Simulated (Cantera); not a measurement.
Charge: 1 mol Mg(OH)2, 9.1 mol CO2, 0.84 mol O2, held at 20.0 mbar.

Method: chemical equilibrium by Gibbs-energy minimisation in Cantera with the NASA 1993 tables (ideal gas, pure condensed phases). Candidate condensed phases: C, C6H6, C7H8, C8H18, H2O, Mg, MgCO3, MgO, Mg(OH)2; 116 gas species. The numbers say what is thermodynamically allowed, not how fast it happens.

log p: log10 of the partial pressure in bar; n: condensed amount in mol.

```
T (°C)  log p CO2  log p H2O  log p O2  log p CO  log p OH  log p O  n MgO(s)
------  ---------  ---------  --------  --------  --------  -------  --------
500         -1.78      -2.74     -2.81      <-13    -10.83     <-13      1.00
600         -1.78      -2.74     -2.81    -12.74     -9.58   -13.13      1.00
700         -1.78      -2.74     -2.81    -11.00     -8.58   -11.58      1.00
800         -1.78      -2.74     -2.81     -9.58     -7.76   -10.31      1.00
900         -1.78      -2.74     -2.81     -8.41     -7.09    -9.26      1.00
1000        -1.78      -2.74     -2.81     -7.43     -6.52    -8.38      1.00
1100        -1.78      -2.74     -2.81     -6.59     -6.03    -7.62      1.00
1200        -1.78      -2.74     -2.81       [?]       [?]      [?]      1.00
1300        -1.78      -2.74     -2.81     -5.23     -5.25    -6.39      1.00
1400        -1.78      -2.74     -2.81       [?]       [?]      [?]     1.000
1500        -1.78      -2.74     -2.81     -4.19     -4.64    -5.43     1.000
1600        -1.79      -2.75     -2.80     -3.76     -4.38    -5.02     1.000
1700        -1.80      -2.75     -2.77     -3.39     -4.15    -4.65     1.000
```

Q: Complete the blanks.

A: 
- 1200, log p CO: -5.86
- 1200, log p OH: -5.61
- 1200, log p O: -6.96
- 1400, log p CO: -4.68
- 1400, log p OH: -4.92
- 1400, log p O: -5.88
